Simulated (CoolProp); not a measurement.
Model: reference Helmholtz-energy equation of state, Fiedler 2023, in CoolProp.

Problem. Give the vapour pressure (MPa), liquid density (kg/m³), enthalpy of vaporisation (kJ/kg) of saturated tetrahydrofuran at 336.8, 385.6, 405.2 K.

Solution. 
| T (K) | p (MPa) | liquid density (kg/m³) | enthalpy of vaporisation (kJ/kg) |
|---|---|---|---|
| 336.8 | 0.0941 | 838 | 418 |
| 385.6 | 0.372 | 779 | 379 |
| 405.2 | 0.582 | 754 | 361 |
